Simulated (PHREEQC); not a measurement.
**Buffer**

A solution holds 8.6 mmol/kgw KH2PO4, 6.4 mmol/kgw NaF and 4.9 mmol/kgw KCl, at 48 °C. Closed to the air; pH follows from the charge balance.

Computed with PHREEQC (ion-association model, wateq4f.dat).

This is a speciation only: nothing precipitates in the calculation.

Task: What pH, ionic strength does the model give?

Result: pH 5.11; ionic strength 0.0200 mol/kgw.

Task: In which forms is P present?

Result: H2PO4- 98 %, HPO4-2 1.4 % of the P.

Complexes and solids missing from the database can't appear. H3PO4, which wateq4f.dat lacks, is added to it with the constant of phreeqc.dat. Away from 25 °C the constants follow the database's enthalpies or fits; those with neither stay at their 25 °C values.
